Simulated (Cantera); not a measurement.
Cantera run:

```python
import numpy as np
import cantera as ct

gas_names = """
    CL CL2 H HCL H2 N NH NH2 NH3 N2 N2H2 N2H4 Si SiCL SiCL2 SiCL3 SiCL4 SiH SiHCL3 SiH2 SiH2CL2 SiH3
    SiH3CL SiH4 SiN Si2 Si2N Si3
""".split()
cond_names = """
    NH4CL(a) NH4CL(b) Si(cr) Si(L) Si3N4(a)
""".split()


def load(file, names, dense=False):
    # The tables refer to 1 bar. Condensed volumes are neglected.
    table = {s.name: s for s in ct.Species.list_from_file(file)}
    out = []
    for n in names:
        d = dict(table[n].input_data)
        d["thermo"] = dict(d["thermo"], **{"reference-pressure": 1e5})
        if dense:
            d["equation-of-state"] = {"model": "constant-volume", "density": "1e6 g/cm^3"}
        out.append(ct.Species.from_dict(d))
    return out


gas = ct.Solution(thermo="ideal-gas", species=load("nasa_gas.yaml", gas_names))
cond = {s.name: ct.Solution(thermo="fixed-stoichiometry", species=[s], name=s.name)
        for s in load("nasa_condensed.yaml", cond_names, dense=True)}
atoms = {
    'SiH2Cl2': {'Si': 1, 'H': 2, 'CL': 2},
    'HCl': {'H': 1, 'CL': 1},
    'N2': {'N': 2},
}
top_T = {'Si3N4(a)': 2400}  # K; cautious upper limits of use, not melting points


def equilibrate(T, P, feed):
    n = {}
    for name, mol in feed.items():
        for a, k in atoms[name].items():
            n[a] = n.get(a, 0.0) + k * mol
    gas.TPX = T, P, n
    mass = sum(n.values()) * gas.mean_molecular_weight
    gas.equilibrate("TP")
    valid = [c for c in cond.values() if c.min_temp <= T <= top_T.get(c.name, c.max_temp)]
    mix = ct.Mixture([(gas, mass / gas.mean_molecular_weight)] + [(c, 0.0) for c in valid])
    mix.T, mix.P = T, P
    mix.equilibrate("TP", solver="vcs", rtol=1e-11, max_steps=5000)
    return mix


results = []
feed = {'SiH2Cl2': 1, 'HCl': 0.088, 'N2': 6.3}  # mol
P = 133.322  # Pa
for T in [1073, 1098, 1123, 1148, 1173, 1198, 1223, 1248, 1273, 1298, 1323, 1348]:
    mix = equilibrate(T, P, feed)
    results.append((T, P, feed, dict(zip(mix.species_names, mix.species_moles))))
    x = sorted(zip(gas.X, gas.species_names), reverse=True)
    print(f"T = {T:g} K  P = {P:g} Pa  gas = {mix.phase_moles(0):.4g} mol")
    print("   x: " + "  ".join(f"{s} {v:.3e}" for v, s in x if v > 0.001))
    print("   condensed (mol): " + ("  ".join(f"{mix.phase(i).name} {mix.phase_moles(i):.4g}"
          for i in range(1, mix.n_phases) if mix.phase_moles(i) > 1e-12) or "none"))
```

Result:

```
T = 1073 K  P = 133.322 Pa  gas = 7.669 mol
   x: N2 7.489e-01  HCL 1.873e-01  H2 4.246e-02  SiCL4 2.092e-02
   condensed (mol): Si3N4(a) 0.2787
T = 1098 K  P = 133.322 Pa  gas = 7.67 mol
   x: N2 7.485e-01  HCL 1.886e-01  H2 4.179e-02  SiCL4 2.042e-02
   condensed (mol): Si3N4(a) 0.2793
T = 1123 K  P = 133.322 Pa  gas = 7.673 mol
   x: N2 7.482e-01  HCL 1.897e-01  H2 4.119e-02  SiCL4 1.987e-02
   condensed (mol): Si3N4(a) 0.2797
T = 1148 K  P = 133.322 Pa  gas = 7.676 mol
   x: N2 7.478e-01  HCL 1.905e-01  H2 4.069e-02  SiCL4 1.924e-02  SiCL3 1.018e-03
   condensed (mol): Si3N4(a) 0.2798
T = 1173 K  P = 133.322 Pa  gas = 7.681 mol
   x: N2 7.475e-01  HCL 1.911e-01  H2 4.030e-02  SiCL4 1.849e-02  SiCL3 1.429e-03  SiCL2 1.089e-03
   condensed (mol): Si3N4(a) 0.2793
T = 1198 K  P = 133.322 Pa  gas = 7.689 mol
   x: N2 7.471e-01  HCL 1.913e-01  H2 4.007e-02  SiCL4 1.755e-02  SiCL3 1.957e-03  SiCL2 1.931e-03
   condensed (mol): Si3N4(a) 0.2781
T = 1223 K  P = 133.322 Pa  gas = 7.699 mol
   x: N2 7.466e-01  HCL 1.910e-01  H2 4.003e-02  SiCL4 1.635e-02  SiCL2 3.309e-03  SiCL3 2.605e-03
   condensed (mol): Si3N4(a) 0.2759
T = 1248 K  P = 133.322 Pa  gas = 7.715 mol
   x: N2 7.460e-01  HCL 1.899e-01  H2 4.029e-02  SiCL4 1.484e-02  SiCL2 5.465e-03  SiCL3 3.353e-03
   condensed (mol): Si3N4(a) 0.2722
T = 1273 K  P = 133.322 Pa  gas = 7.738 mol
   x: N2 7.453e-01  HCL 1.879e-01  H2 4.093e-02  SiCL4 1.297e-02  SiCL2 8.663e-03  SiCL3 4.140e-03
   condensed (mol): Si3N4(a) 0.2666
T = 1298 K  P = 133.322 Pa  gas = 7.767 mol
   x: N2 7.445e-01  HCL 1.845e-01  H2 4.209e-02  SiCL2 1.312e-02  SiCL4 1.078e-02  SiCL3 4.863e-03
   condensed (mol): Si3N4(a) 0.2586
T = 1323 K  P = 133.322 Pa  gas = 7.805 mol
   x: N2 7.437e-01  HCL 1.796e-01  H2 4.391e-02  SiCL2 1.887e-02  SiCL4 8.417e-03  SiCL3 5.389e-03
   condensed (mol): Si3N4(a) 0.248
T = 1348 K  P = 133.322 Pa  gas = 7.847 mol
   x: N2 7.429e-01  HCL 1.730e-01  H2 4.650e-02  SiCL2 2.573e-02  SiCL4 6.126e-03  SiCL3 5.603e-03
   condensed (mol): Si3N4(a) 0.2351
```

Equilibrium computed with Cantera from the NASA thermochemical tables; the gas is ideal and each condensed phase is pure. N2 is the only nitrogen source here; it is nearly inert below about 1500 K, so the nitride shown seldom forms there in practice. The tables' values for SiCl3 are old estimates; treat these amounts as uncertain.
